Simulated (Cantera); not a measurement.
A perfectly stirred reactor is fed with 80.0 % NH3, 20.0 % H2, at 67.5 Torr; it is held at 1850 K, and followed from long to short residence time.

Detailed kinetics in Cantera: the gas-phase N/H chemistry of the illustrative SiF4/NH3 mechanism in the Surface Chemkin manual (1991). Walls and surfaces, which speed up NH3 decomposition in real reactors, are not modelled.

x: mole fraction; the columns are a selection and need not sum to one.

| τ (s) | x NH3 | x H2 | x N2 | x H | x N2H4 |
|---|---|---|---|---|---|
| 0.93 | 0.458 | 0.446 | 0.0947 | 0.000136 | [?] |
| 0.58 | 0.545 | 0.384 | 0.0708 | 0.000111 | [?] |
| 0.36 | 0.619 | 0.330 | 0.0501 | 9.11e-5 | [?] |
| 0.22 | 0.679 | 0.287 | 0.0335 | 7.68e-5 | 3.82e-8 |
| 0.14 | 0.718 | 0.259 | 0.0225 | 6.77e-5 | 4.11e-8 |
| 0.085 | 0.748 | 0.237 | 0.0141 | 6.10e-5 | 4.31e-8 |
| 0.053 | 0.767 | 0.223 | 0.00888 | 5.67e-5 | 4.41e-8 |
| 0.033 | 0.779 | 0.214 | 0.00548 | 5.37e-5 | 4.42e-8 |
| 0.020 | 0.788 | 0.209 | 0.00322 | 5.12e-5 | 4.33e-8 |
| 0.013 | 0.792 | 0.205 | 0.00199 | 4.92e-5 | 4.17e-8 |
| 0.0078 | 0.795 | 0.203 | 0.00107 | 4.64e-5 | [?] |

Task: Some entries are withheld; supply them.

Result: 
- 0.93, x N2H4: 2.29e-8
- 0.58, x N2H4: 2.87e-8
- 0.36, x N2H4: 3.39e-8
- 0.0078, x N2H4: 3.83e-8
